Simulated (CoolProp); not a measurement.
Vapour-liquid equilibrium of benzene (1) + n-nonane (2) at 376.5 K; x and y are mole fractions of (1).

Model: multi-fluid Helmholtz-energy mixture model, Thol 2012 and Lemmon 2006; pair parameters Bell 2016, in CoolProp.

Q: Give the bubble pressure and the first vapour's composition at x = 0.05, 0.35, 0.85. Is there an azeotrope?

A: x = 0.05: 0.03796 MPa, y = 0.399; x = 0.35: 0.1009 MPa, y = 0.828; x = 0.85: 0.1736 MPa, y = 0.967. No azeotrope shows between x = 0.05 and 0.95.

Pair parameters are fitted to limited data, so mixtures are less certain than the pure fluids.
